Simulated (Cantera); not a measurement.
Input: 1 mol MgO, 16 mol F2, held at 750 Torr.

These are equilibrium values from Cantera (NASA tables, ideal gas, pure condensed phases), not measurements of a reactor. Candidate condensed phases: Mg, MgF2, MgO; 14 gas species. Rates play no part.

log p: log10 of the partial pressure in bar; n: condensed amount in mol.

| T (K) | log p F2 | log p F | log p O2 | log p MgF2 | log p FO | log p O | n MgF2(s) | n MgF2(l) |
|---|---|---|---|---|---|---|---|---|
| 600 | -0.01 | -3.86 | -1.49 | <-12 | … | <-12 | 1.00 | 0 |
| 700 | -0.01 | -2.85 | -1.49 | <-12 | … | <-12 | 1.00 | 0 |
| 800 | -0.02 | -2.09 | -1.49 | <-12 | … | <-12 | 1.00 | 0 |
| 900 | -0.03 | -1.50 | -1.50 | <-12 | … | <-12 | 1.00 | 0 |
| 1000 | -0.06 | -1.04 | -1.51 | -10.84 | … | -10.56 | 1.00 | 0 |
| 1100 | -0.12 | -0.68 | -1.54 | -9.02 | … | -9.37 | 1.00 | 0 |
| 1200 | -0.24 | -0.41 | -1.59 | -7.52 | … | -8.39 | 1.000 | 0 |
| 1300 | -0.42 | -0.22 | -1.65 | -6.26 | … | -7.58 | 1.000 | 0 |
| 1400 | -0.68 | -0.11 | -1.70 | -5.18 | … | -6.88 | 1.000 | 0 |
| 1500 | -0.98 | -0.06 | -1.74 | -4.26 | … | -6.26 | 0.998 | 0 |
| 1600 | -1.30 | -0.03 | -1.76 | -3.53 | … | -5.72 | 0 | 0.992 |
| 1700 | -1.60 | -0.02 | -1.78 | -2.95 | -4.33 | -5.24 | 0 | 0.966 |
| 1800 | -1.87 | -0.01 | -1.78 | -2.43 | -4.29 | -4.81 | 0 | 0.887 |
| 1900 | -2.13 | -0.02 | -1.79 | -1.97 | -4.25 | -4.42 | 0 | 0.672 |

**Question.** Complete the blanks.

**Answer.** 
- 600, log p FO: -9.55
- 700, log p FO: -8.20
- 800, log p FO: -7.18
- 900, log p FO: -6.40
- 1000, log p FO: -5.78
- 1100, log p FO: -5.31
- 1200, log p FO: -4.96
- 1300, log p FO: -4.72
- 1400, log p FO: -4.56
- 1500, log p FO: -4.46
- 1600, log p FO: -4.39
